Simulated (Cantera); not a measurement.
TiO₂ + C + H₂ (carbothermic reduction)

Charge: 1 mol TiO₂, 7.5 mol C, 0.21 mol H₂, held at 1173.15 K.

Method: chemical equilibrium by Gibbs-energy minimisation in Cantera with the NASA 1993 tables (ideal gas, pure condensed phases). Candidate condensed phases: C, C₆H₆, C₇H₈, C₈H₁₈, H₂O, Ti, TiC, TiO, TiO₂, Ti₂O₃, Ti₃O₅, Ti₄O₇; 113 gas species. Mutual solubility and eutectic melting of coexisting phases are not modelled. TiC: taken at fixed stoichiometry. Condensed phases not in the tables: Magnéli phases beyond Ti₄O₇. Equilibrium is a limit: real reactors are often held back by kinetics, nucleation or transport.

```csv
P (Pa),x H₂,x CO,x CH₄,x H₂O,n C(graphite),n TiC(s),n Ti₃O₅(s),n Ti₄O₇(s),n TiO₂(rutile)
10,0.0950,0.905,1.75e-8,3.05e-7,4.50,1.00,0,0,0
42,0.0950,0.905,7.37e-8,1.28e-6,4.50,1.00,0,0,0
180,0.386,0.613,5.22e-6,1.51e-5,7.17,0,0.333,0,0
750,0.456,0.543,3.04e-5,6.59e-5,7.25,0,0,0.250,0
3200,0.456,0.543,0.000129,0.000281,7.25,0,0,0.250,0
13000,0.828,0.170,0.00173,0.000647,7.46,0,0,0.0431,0.828
56000,0.950,0.0394,0.00982,0.000743,7.49,0,0,0.00870,0.965
240000,0.948,0.00920,0.0419,0.000742,7.49,0,0,0.00202,0.992
1000000,0.855,0.00221,0.142,0.000669,7.47,0,0,0.000530,0.998
```
x: gas mole fraction; n: condensed amount in mol.

From 0.0750 Torr to 0.315 Torr the condensed part is C(graphite) + TiC(s). At 1.35 Torr the condensed part is C(graphite) + Ti₃O₅(s). From 5.63 Torr to 24.0 Torr the condensed part is C(graphite) + Ti₄O₇(s). From 97.5 Torr to 7500 Torr the condensed part is C(graphite) + TiO₂(rutile) + Ti₄O₇(s).
